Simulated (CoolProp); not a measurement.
A Linde-Hampson liquefier for carbon monoxide: isothermal reversible compression at 290 K from 1 atm to 30 MPa, throttling to 1 atm, return gas leaving the recuperator 0 K below the feed. Each further row changes one setting.

Computed with CoolProp (reference Helmholtz-energy equation of state, Lemmon 2006). It is a short technical equation, of lower accuracy than the large ones.

```json
[
 {"case": "as stated", "liquid yield per pass": "(withheld)", "compression work (kJ/kg of gas)": "490"},
 {"case": "high pressure 60 MPa", "liquid yield per pass": "(withheld)", "compression work (kJ/kg of gas)": "(withheld)"},
 {"case": "warm-end temperature 320 K", "liquid yield per pass": "(withheld)", "compression work (kJ/kg of gas)": "(withheld)"},
 {"case": "warm-end gap 5 K", "liquid yield per pass": "(withheld)", "compression work (kJ/kg of gas)": "490"}
]
```

Fill in the missing entries.


- as stated, liquid yield per pass: 0.112
- high pressure 60 MPa, liquid yield per pass: 0.103
- high pressure 60 MPa, compression work (kJ/kg of gas): 567
- warm-end temperature 320 K, liquid yield per pass: 0.083
- warm-end temperature 320 K, compression work (kJ/kg of gas): 546
- warm-end gap 5 K, liquid yield per pass: 0.101
